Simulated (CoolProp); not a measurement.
A single-stage vapour-compression cycle with the fluid: evaporating at 210.15 K (dew point), condensing at 235.15 K (bubble point), superheat 8 K, subcooling 2 K, compressor efficiency 0.85, no pressure losses. The same conditions are run with several fluids, on thermodynamics alone (safety and materials aside).

Values from CoolProp's reference Helmholtz-energy equation of state of each fluid (R134a: Tillner-Roth 1994; R404A: Lemmon 2003; CH3F (R41): Lemmon 2006; R143a: Lemmon and Jacobsen 2000; C3F8 (R218): Lemmon 2006; hydrogen sulfide: Lemmon 2006). Blends and air are pseudo-pure fits.

| fluid | cooling COP | pressure ratio | discharge temperature (K) | refrigerating effect (kJ/kg) | volumetric capacity (kJ/m³) |
|---|---|---|---|---|---|
| R134a | (withheld) | 4.36 | 264.7 | 217 | 160 |
| R404A | 6.27 | 3.70 | (withheld) | 188 | 414 |
| CH3F (R41) | 6.21 | (withheld) | 286.0 | (withheld) | 1870 |
| R143a | 6.51 | 3.42 | 261.2 | 213 | 456 |
| C3F8 (R218) | 6.47 | 3.70 | (withheld) | (withheld) | 267 |
| hydrogen sulfide | 6.27 | 3.16 | 302.1 | 512 | (withheld) |

Question: What belongs in the gaps?

Answer: 
- R134a, cooling COP: 6.54
- R404A, discharge temperature (K): 260.5
- CH3F (R41), pressure ratio: 2.80
- CH3F (R41), refrigerating effect (kJ/kg): 426
- C3F8 (R218), discharge temperature (K): 242.4
- C3F8 (R218), refrigerating effect (kJ/kg): 97.7
- hydrogen sulfide, volumetric capacity (kJ/m³): 864
